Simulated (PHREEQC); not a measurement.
## Polishing slurry liquid: an equilibrium model

Dissolve 76 mmol/kgw KOH and 0.8 mmol/kgw Al(NO3)3 at 10 °C. Closed to the air; pH follows from the charge balance.

The numbers come from PHREEQC with the ion-association model, wateq4f.dat.

```yaml
pH: 13.29
ionic_strength: 0.0760 mol/kgw
total_alkalinity: 76.0 meq/kg
```

```
species   molality  activity   log γ
--------  --------  --------  ------
K+          0.0760    0.0599  -0.103
OH-         0.0728    0.0572  -0.104
NO3-       0.00240   0.00187  -0.108
Al(OH)4-  0.000800  0.000639  -0.098
```

No solid was allowed to form. Complexes and solids missing from the database can't appear. Constants without temperature data keep their 25 °C values here.
